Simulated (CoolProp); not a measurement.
CHF3 (R23) along the isotherm 303.4 K: fugacity coefficient from the reference equation and from simpler models built on Tc = 299.3 K, pc = 48.32 bar, ω = 0.263; each cubic takes its own stable root.

Values from CoolProp's reference Helmholtz-energy equation of state, Penoncello 2003.

```
p (bar)  phase  reference  van der Waals  Redlich-Kwong  Soave-Redlich-Kwong
-------  -----  ---------  -------------  -------------  -------------------
1.51       gas     0.9892         0.9910         0.9898               0.9898
3.02       gas     0.9785         0.9821         0.9796               0.9797
4.53       gas     0.9678         0.9731         0.9695               0.9697
6.04       gas     0.9572         0.9642         0.9594               0.9596
7.55       gas     0.9466         0.9553         0.9493               0.9496
9.06       gas     0.9360         0.9464         0.9393               0.9397
10.6       gas     0.9253         0.9373         0.9291               0.9295
12.1       gas     0.9149         0.9285         0.9192               0.9197
13.6       gas     0.9045         0.9196         0.9093               0.9099
15.1       gas     0.8942         0.9108         0.8995               0.9002
16.6       gas     0.8839         0.9020         0.8897               0.8904
18.1       gas     0.8736         0.8931         0.8799               0.8807
19.6       gas     0.8633         0.8843         0.8701               0.8710
21.1       gas     0.8531         0.8755         0.8604               0.8614
22.6       gas     0.8429         0.8666         0.8507               0.8517
24.2       gas     0.8321         0.8572         0.8403               0.8414
```
